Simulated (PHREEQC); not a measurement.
Solution (90 °C): 0.0049 mol CaCl2, 0.0001 mol CO2 and 0.03 mol MgSO4 per kg of water. Closed to the air; pH follows from the charge balance.

All values are PHREEQC results (ion-association model, wateq4f.dat), not measurements.

Precipitation was switched off in this run.

Order these C species by the share of C that they hold, largest first: CO2, MgHCO3+, CaHCO3+, HCO3-.

CO2 (86 %), HCO3- (12 %), MgHCO3+ (1.3 %), CaHCO3+ (0.32 %)

The pH is 5.43 and the ionic strength 0.0545 mol/kgw. Away from 25 °C the constants follow the database's enthalpies or fits; those with neither stay at their 25 °C values.
